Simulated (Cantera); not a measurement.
An adiabatic, constant-pressure homogeneous reactor starts with CH₄ : O₂ : N₂ = 1 : 4.76 : 17.9 (molar parts), at 1575 K and 5.63 atm. Integrator tolerance rtol = 1e-08.

Cantera simulation using GRI-Mech 3.0 (53 species, 325 reactions); the numbers are that mechanism's predictions, not measurements.

Q: What does this change do: initial temperature 1575 to 1400 K?

A: 
```csv
quantity,before,after
time of steepest temperature rise,0.116 ms,0.584 ms
temperature at 7.00 s,2390 K,2249 K
equilibrium temperature,2390 K,2249 K
x(CH₄) at 7.00 s,<1e-12 (gas-phase equilibrium <1e-12),<1e-12 (gas-phase equilibrium <1e-12)
x(O₂) at 7.00 s,0.109 (gas-phase equilibrium 0.109),0.111 (gas-phase equilibrium 0.111)
x(O) at 7.00 s,0.00114 (gas-phase equilibrium 0.00114),0.000514 (gas-phase equilibrium 0.000514)
x(CO) at 7.00 s,0.00105 (gas-phase equilibrium 0.00105),0.000442 (gas-phase equilibrium 0.000442)
x(OH) at 7.00 s,0.00501 (gas-phase equilibrium 0.00501),0.00304 (gas-phase equilibrium 0.00304)
x(CH₂O) at 7.00 s,<1e-12 (gas-phase equilibrium <1e-12),<1e-12 (gas-phase equilibrium <1e-12)
```
